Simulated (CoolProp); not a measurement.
Model: reference Helmholtz-energy equation of state, Lemmon 2022, in CoolProp.

Question: For R1234yf, give the phase and the density (kg/m³), cp (kJ/(kg K)), Joule-Thomson coefficient (K/MPa), conductivity (mW/(m K)) at 250.1 K and 15.9 MPa; 321.2 K and 15.9 MPa; 410 K and 15.9 MPa.

Answer: 
- 250.1 K and 15.9 MPa: liquid; density 1290, cp 1.19, Joule-Thomson coefficient -0.352, conductivity 86.8
- 321.2 K and 15.9 MPa: liquid; density 1110, cp 1.33, Joule-Thomson coefficient -0.149, conductivity 68.4
- 410 K and 15.9 MPa: supercritical; density 843, cp 1.51, Joule-Thomson coefficient 0.474, conductivity 54.6

Thermal conductivity comes from a separate model (Perkins 2011).
